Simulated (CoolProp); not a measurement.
Model: reference Helmholtz-energy equation of state, Bücker 2006, in CoolProp.

Q: For isobutane, give the phase and the cp (kJ/(kg K)), Joule-Thomson coefficient (K/MPa), isothermal compressibility (1/MPa) at 185.1 K and 0.101 MPa; 245.9 K and 0.101 MPa.

A: 
- 185.1 K and 0.101 MPa: liquid; cp 1.92, Joule-Thomson coefficient -0.568, isothermal compressibility 0.000978
- 245.9 K and 0.101 MPa: liquid; cp 2.15, Joule-Thomson coefficient -0.434, isothermal compressibility 0.00189
